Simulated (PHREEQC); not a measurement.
Consider water at 25 °C with 2.7 mmol/kgw HF, 3 mmol/kgw H2SiF6, 0.64 mmol/kgw HBF4 and 0.11 mmol/kgw HNO3. Closed to the air; pH follows from the charge balance.

The numbers come from PHREEQC with the ion-association model, phreeqc.dat.

**Question.** The ionic strength comes out as 0.00960 mol/kgw. What activity coefficients do HF2-, BF2(OH)2-, BF3OH-, SiF6-2, NO3- get?

**Answer.** HF2- 0.90, BF2(OH)2- 0.90, BF3OH- 0.90, SiF6-2 0.67, NO3- 0.90.

This is a speciation only: nothing precipitates in the calculation. Examples of supersaturated solids here: Quartz (slow to form). Others may be too. SiF6-2 is the database's only silicon fluoride. Real BF4- forms and hydrolyses slowly; the run takes it at equilibrium.
